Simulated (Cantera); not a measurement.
A perfectly stirred reactor is fed with 0.723 % CH4, 0.218 % O2, 99.1 % N2, equivalence ratio 6.6, at 630 Torr; it is held at 1500 K, and followed from long to short residence time.

Model: GRI-Mech 3.0 (53 species, 325 reactions), integrated in Cantera. GRI-Mech 3.0 stops at C3 and has no aromatics, soot or wall deposition, so with more carbon than oxygen in the feed, carbon stays in small species such as C2H2 where larger ones or solid carbon would form.

Problem. Predict: x(CH4) at τ = 1.10 s; x(O2) at τ = 1.10 s; x(H) at τ = 1.10 s; x(CH2CO) at τ = 1.10 s; x(O) at τ = 1.10 s; x(CH4) at τ = 7.50 ms; x(O2) at τ = 7.50 ms; x(H) at τ = 7.50 ms; x(CH2CO) at τ = 7.50 ms; x(O) at τ = 7.50 ms.

Solution. 
| Item | Result |
|---|---|
| x(CH4) at τ = 1.10 s | 0.00274 |
| x(O2) at τ = 1.10 s | 0.000167 |
| x(H) at τ = 1.10 s | 1.97e-6 |
| x(CH2CO) at τ = 1.10 s | 3.52e-6 |
| x(O) at τ = 1.10 s | 4.11e-9 |
| x(CH4) at τ = 7.50 ms | 0.00717 |
| x(O2) at τ = 7.50 ms | 0.00217 |
| x(H) at τ = 7.50 ms | 4.32e-8 |
| x(CH2CO) at τ = 7.50 ms | 1.43e-8 |
| x(O) at τ = 7.50 ms | 4.63e-9 |
